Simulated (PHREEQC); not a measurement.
Consider water at 63 °C with 0.011 mol CaCl2, 0.00016 mol NaF and 0.0062 mol MgSO4 per kg of water. Closed to the air; pH follows from the charge balance.

Equilibrium calculation in PHREEQC: ion-association model, phreeqc.dat.

Each row changes one thing in this solution. No solid was allowed to form.

```
case                                    pH  ionic strength (mol/kgw)  Ca+2 (mol/kgw)  Mg+2 (mol/kgw)  SO4-2 (mol/kgw)  MgSO4 (mol/kgw)  SI of Gypsum (CaSO4:2H2O)
------------------------------------  ----  ------------------------  --------------  --------------  ---------------  ---------------  -------------------------
as made                               6.38                    0.0457         0.00959         0.00451          0.00314          0.00165                      -0.54
diluted 5-fold with water             6.43                    0.0101         0.00203         0.00103         0.000862         0.000209                      -1.47
CaCl2 from 0.011 to 0.0022 mol/kgw    6.40                    0.0204         0.00177         0.00384                ?                ?                      -1.06
NaF left out                          6.34                         ?         0.00959         0.00454          0.00313          0.00166                      -0.54
0.00046 mol/kgw Ca(OH)2 added         9.46                    0.0462         0.00998         0.00413          0.00319          0.00153                      -0.52
MgSO4 from 0.0062 to 0.0124 mol/kgw   6.34                    0.0559         0.00890         0.00776                ?          0.00459                      -0.37
MgSO4 from 0.0062 to 0.00062 mol/kgw  6.50                    0.0346          0.0108        0.000585         0.000372          2.95e-5                      -1.35
MgSO4 from 0.0062 to 0.0093 mol/kgw   6.36                    0.0509         0.00920         0.00622          0.00446          0.00304                      -0.44
```

Problem. Complete the blanks.

Solution. 
- CaCl2 from 0.011 to 0.0022 mol/kgw, SO4-2 (mol/kgw): 0.00344
- CaCl2 from 0.011 to 0.0022 mol/kgw, MgSO4 (mol/kgw): 0.00233
- NaF left out, ionic strength (mol/kgw): 0.0455
- MgSO4 from 0.0062 to 0.0124 mol/kgw, SO4-2 (mol/kgw): 0.00570

Some of these states are supersaturated (in Fluorite, for instance). At this temperature some constants are extrapolated from 25 °C, and those without enthalpy data are left unchanged.
